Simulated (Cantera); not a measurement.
## Adiabatic ignition

An adiabatic, constant-pressure homogeneous reactor starts with 4.89 % CH4, 2.93 % CO, 19.4 % O2, 72.8 % N2, at 1550 K and 5.70 bar.

Computed with Cantera and GRI-Mech 3.0 (53 species, 325 reactions).

```csv
t (s),T (K),x CH4,x CO,x O2,x C2H2,x CH2O,x C2H4
9.00e-6,1550,0.0488,0.0293,0.194,<1e-12,2.49e-6,9.08e-9
1.89e-5,1550,0.0488,0.0293,0.194,3.32e-11,1.43e-5,1.45e-7
3.96e-5,1551,0.0486,0.0293,0.194,1.66e-9,8.89e-5,2.73e-6
8.30e-5,1556,0.0473,0.0293,0.193,1.20e-7,0.000529,5.12e-5
0.000174,2568,<1e-12,0.0123,0.0835,<1e-12,5.12e-11,<1e-12
0.000365,2630,<1e-12,0.00745,0.0816,<1e-12,2.48e-11,<1e-12
0.000765,2626,<1e-12,0.00737,0.0802,<1e-12,2.43e-11,<1e-12
0.00160,2619,<1e-12,0.00724,0.0781,<1e-12,2.36e-11,<1e-12
0.00337,2612,<1e-12,0.00711,0.0760,<1e-12,2.28e-11,<1e-12
0.00706,2609,<1e-12,0.00705,0.0749,<1e-12,2.24e-11,<1e-12
0.0148,2608,<1e-12,0.00704,0.0747,<1e-12,2.24e-11,<1e-12
0.0310,2608,<1e-12,0.00704,0.0747,<1e-12,2.24e-11,<1e-12
0.0651,2608,<1e-12,0.00704,0.0747,<1e-12,2.24e-11,<1e-12
0.136,2608,<1e-12,0.00704,0.0747,<1e-12,2.24e-11,<1e-12
0.286,2608,<1e-12,0.00704,0.0747,<1e-12,2.24e-11,<1e-12
0.600,2608,<1e-12,0.00704,0.0747,<1e-12,2.24e-11,<1e-12
```
x: mole fraction; the columns are a selection and need not sum to one.

```yaml
time_of_steepest_temperature_rise: 0.154 ms
temperature at 0.600 s: 2608 K
equilibrium_temperature: 2608 K
x(CH4) at 0.600 s: <1e-12 (gas-phase equilibrium <1e-12)
x(CO) at 0.600 s: 0.00704 (gas-phase equilibrium 0.00704)
x(O2) at 0.600 s: 0.0747 (gas-phase equilibrium 0.0747)
```
